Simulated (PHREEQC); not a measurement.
0.041 g of hydrous ferric oxide (600 m²/g; 0.2 weak and 0.005 strong sites per Fe, Dzombak-Morel constants, diffuse double layer) in 1 kg of water with 0.1 mol/kgw of an inert sodium salt, at 25 °C; the pH is set by adding NaOH or the inert anion's acid. O2 is buffered at 0.21 atm. CO2 from the air is kept out. Nothing may precipitate in this run.

The numbers come from PHREEQC with the ion-association model, wateq4f.dat.

```csv
pH,surface charge σ (C/m²),surface potential ψ (mV)
4,0.321,147
4.38,0.285,141
4.75,0.244,133
5.12,0.201,123
5.5,0.159,111
5.88,0.122,98
6.25,0.091,84
6.62,0.066,69
7,0.045,52
7.38,0.027,35
7.75,0.013,17
8.12,0.000,0
8.5,-0.014,-19
8.88,-0.029,-37
9.25,-0.046,-54
9.62,-0.067,-70
10,-0.094,-85
```

Complexes and solids missing from the database can't appear.
